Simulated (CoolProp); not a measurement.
A single-stage vapour-compression cycle with the fluid: evaporating at 199.15 K (dew point), condensing at 219.15 K (bubble point), superheat 5 K, subcooling 2 K, compressor efficiency 0.7, no pressure losses. The same conditions are run with several fluids, on thermodynamics alone (safety and materials aside).

The numbers come from the reference Helmholtz-energy equation of state of each fluid (chlorine: Thol 2021; carbonyl sulfide: Lemmon 2006; R13: Platzer 1990; CF4 (R14): Platzer 1990; hydrogen sulfide: Lemmon 2006; R125: Lemmon 2005) in CoolProp. The equations of Platzer and Polt are older, rougher fits.

Task: Rank chlorine, carbonyl sulfide, R13, CF4 (R14), hydrogen sulfide, R125 by cooling COP, highest first.

Result: R125 (6.50), R13 (6.38), carbonyl sulfide (6.32), hydrogen sulfide (6.25), chlorine (6.16), CF4 (R14) (4.88)

| fluid | pressure ratio | discharge temperature (K) | refrigerating effect (kJ/kg) | volumetric capacity (kJ/m³) |
|---|---|---|---|---|
| chlorine | 3.31 | 306.8 | 294 | 142 |
| carbonyl sulfide | 2.93 | 280.8 | 306 | 316 |
| R13 | 2.42 | 245.0 | 132 | 1260 |
| CF4 (R14) | 1.94 | 240.4 | 70.9 | 7210 |
| hydrogen sulfide | 2.88 | 290.6 | 531 | 517 |
| R125 | 3.23 | 242.7 | 161 | 269 |
